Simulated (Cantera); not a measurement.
# Transport properties of process gases

Gas mixture: H₂O : NO : N₂ = 0.87 : 0.75 : 0.4 (molar parts), at 4.13 Torr, frozen composition.

Cantera's kinetic-theory transport with the Lennard-Jones parameters of GRI-Mech 3.0, ideal gas; thermal conductivity in the multicomponent form. Polar gases are described roughly by these parameters.

```csv
T (K),ρ (kg/m³),cp (J/kg/K),μ (µPa s),λ (mW/m/K),Pr,D (cm²/s) NO,D (cm²/s) NH₃,D (cm²/s) H₂O
400,0.00404,1296,19.1,36.5,0.679,68.7,67.5,72.3
500,0.00323,1324,23.1,45.5,0.671,103,104,110
600,0.00270,1358,26.8,54.6,0.667,143,147,154
700,0.00231,1396,30.4,63.7,0.666,187,197,203
800,0.00202,1434,33.8,72.9,0.665,236,252,257
900,0.00180,1472,37.1,82.1,0.665,290,312,317
1000,0.00162,1509,40.3,91.4,0.666,347,378,381
```
D: mixture-averaged diffusion coefficient of that species in the mixture.
